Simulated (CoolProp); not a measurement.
Aqueous calcium chloride as a coolant, at 28 °C, 1 atm.

Values from CoolProp's Melinder's fits for secondary coolants.

```
mass %  freezing point (°C)  conductivity (W/(m K))  density (kg/m³)  cp (kJ/(kg K))  viscosity (mPa s)
------  -------------------  ----------------------  ---------------  --------------  -----------------
1.5                    -0.7                   0.610             1008           4.091              0.874
3.5                    -1.6                     ___             1025           3.980                ___
5.5                    -2.6                   0.605             1042           3.870              0.967
7.5                    -3.9                   0.603             1061           3.761                ___
9.6                    -5.5                   0.600             1080           3.647               1.08
11.6                   -7.3                   0.598             1099           3.539               1.14
13.6                   -9.4                   0.595             1118           3.434               1.22
15.6                  -11.8                   0.592             1137           3.332               1.32
17.6                  -14.5                   0.590             1155           3.236               1.44
19.7                  -17.8                   0.587             1175           3.142               1.59
21.7                  -21.4                   0.584             1193           3.061               1.76
23.7                  -25.7                   0.581             1212           2.987               1.97
```

Question: Fill in the missing entries.

Answer: 
- 3.5, conductivity (W/(m K)): 0.608
- 3.5, viscosity (mPa s): 0.921
- 7.5, viscosity (mPa s): 1.02
